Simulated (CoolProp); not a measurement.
Model: reference Helmholtz-energy equation of state, Thol 2014, in CoolProp.

For diethyl ether, give the phase and the Z, cp (kJ/(kg K)), expansivity (1/kK) at 201.55 °C and 0.892 MPa; 260.15 °C and 0.892 MPa.


- 201.55 °C and 0.892 MPa: gas; Z 0.917, cp 2.26, expansivity 2.85
- 260.15 °C and 0.892 MPa: gas; Z 0.947, cp 2.39, expansivity 2.28
